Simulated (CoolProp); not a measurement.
The numbers come from the reference Helmholtz-energy equation of state, de Reuck 1993 in CoolProp.

Question: For methanol, give the phase and the cp (kJ/(kg K)), Joule-Thomson coefficient (K/MPa), isothermal compressibility (1/MPa), conductivity (mW/(m K)) at 306.6 K and 0.168 MPa.

Answer: 
- 306.6 K and 0.168 MPa: liquid; cp 2.59, Joule-Thomson coefficient -0.312, isothermal compressibility 0.00134, conductivity 199

Thermal conductivity comes from a separate model (Sykioti 2013).
